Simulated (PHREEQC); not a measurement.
Consider water at 20 °C with 0.25 mol/kgw AgF and 0.0031 mol/kgw HNO3. Closed to the air; pH follows from the charge balance.

Equilibrium calculation in PHREEQC: ion-association model, wateq4f.dat.

```yaml
pH: 5.02
ionic_strength: 0.200 mol/kgw
activity_of_water: 0.992
total_alkalinity: -3.10 meq/kg
```

```csv
species,molality,activity,log γ
Ag+,0.200,0.150,-0.126
F-,0.196,0.139,-0.150
AgF,0.0495,0.0518,0.020
NO3-,0.00295,0.00205,-0.157
HF,0.00175,0.00183,0.020
HF2-,0.00132,0.000936,-0.150
AgNO3,0.000151,0.000158,0.020
H+,1.20e-5,9.60e-6,-0.098
H2F2,9.96e-6,1.04e-5,0.020
AgOH,1.48e-8,1.55e-8,0.020
```

Precipitation was switched off in this run.
